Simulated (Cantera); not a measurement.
An adiabatic, constant-pressure homogeneous reactor starts with H2 : O2 : N2 = 1 : 0.943 : 3.55 (molar parts), at 1125 K and 1.48 atm. Integrator tolerance rtol = 1e-08.

Cantera simulation using the H2/O2 subset of GRI-Mech 3.0, which has no nitrogen chemistry; the numbers are that mechanism's predictions, not measurements.

Question: What does this change do: initial temperature 1125 to 1198 K?

Answer: 
```json
[
 {"quantity": "time of steepest temperature rise", "before": "55.9 µs", "after": "33.6 µs"},
 {"quantity": "temperature at 9.00 s", "before": "2361 K", "after": "2413 K"},
 {"quantity": "equilibrium temperature", "before": "2361 K", "after": "2413 K"},
 {"quantity": "x(H2) at 9.00 s", "before": "0.00158 (gas-phase equilibrium 0.00158)", "after": "0.00206 (gas-phase equilibrium 0.00206)"},
 {"quantity": "x(O2) at 9.00 s", "before": "0.0861 (gas-phase equilibrium 0.0861)", "after": "0.0856 (gas-phase equilibrium 0.0856)"},
 {"quantity": "x(O) at 9.00 s", "before": "0.00169 (gas-phase equilibrium 0.00169)", "after": "0.00223 (gas-phase equilibrium 0.00223)"},
 {"quantity": "x(H2O) at 9.00 s", "before": "0.193 (gas-phase equilibrium 0.193)", "after": "0.191 (gas-phase equilibrium 0.191)"},
 {"quantity": "x(H2O2) at 9.00 s", "before": "3.57e-7 (gas-phase equilibrium 3.57e-7)", "after": "3.98e-7 (gas-phase equilibrium 3.98e-7)"},
 {"quantity": "x(H) at 9.00 s", "before": "0.000431 (gas-phase equilibrium 0.000431)", "after": "0.000632 (gas-phase equilibrium 0.000632)"}
]
```

Question: What does this change do: pressure from 1.48 atm to 4.44 atm?

Answer: 
| quantity | before | after |
|---|---|---|
| time of steepest temperature rise | 55.9 µs | 80.0 µs |
| temperature at 9.00 s | 2361 K | 2378 K |
| equilibrium temperature | 2361 K | 2378 K |
| x(H2) at 9.00 s | 0.00158 (gas-phase equilibrium 0.00158) | 0.00100 (gas-phase equilibrium 0.00100) |
| x(O2) at 9.00 s | 0.0861 (gas-phase equilibrium 0.0861) | 0.0866 (gas-phase equilibrium 0.0866) |
| x(O) at 9.00 s | 0.00169 (gas-phase equilibrium 0.00169) | 0.00108 (gas-phase equilibrium 0.00108) |
| x(H2O) at 9.00 s | 0.193 (gas-phase equilibrium 0.193) | 0.195 (gas-phase equilibrium 0.195) |
| x(H2O2) at 9.00 s | 3.57e-7 (gas-phase equilibrium 3.57e-7) | 6.51e-7 (gas-phase equilibrium 6.51e-7) |
| x(H) at 9.00 s | 0.000431 (gas-phase equilibrium 0.000431) | 0.000215 (gas-phase equilibrium 0.000215) |
The hydrogen kinetics of GRI-Mech 3.0 are dated; newer H2 mechanisms differ, most at raised pressure.

Question: What does this change do: pressure from 1.48 atm to 1.00 atm?

Answer: 
| quantity | before | after |
|---|---|---|
| time of steepest temperature rise | 55.9 µs | 75.0 µs |
| temperature at 9.00 s | 2361 K | 2354 K |
| equilibrium temperature | 2361 K | 2354 K |
| x(H2) at 9.00 s | 0.00158 (gas-phase equilibrium 0.00158) | 0.00184 (gas-phase equilibrium 0.00184) |
| x(O2) at 9.00 s | 0.0861 (gas-phase equilibrium 0.0861) | 0.0859 (gas-phase equilibrium 0.0859) |
| x(O) at 9.00 s | 0.00169 (gas-phase equilibrium 0.00169) | 0.00198 (gas-phase equilibrium 0.00198) |
| x(H2O) at 9.00 s | 0.193 (gas-phase equilibrium 0.193) | 0.192 (gas-phase equilibrium 0.192) |
| x(H2O2) at 9.00 s | 3.57e-7 (gas-phase equilibrium 3.57e-7) | 2.87e-7 (gas-phase equilibrium 2.87e-7) |
| x(H) at 9.00 s | 0.000431 (gas-phase equilibrium 0.000431) | 0.000547 (gas-phase equilibrium 0.000547) |
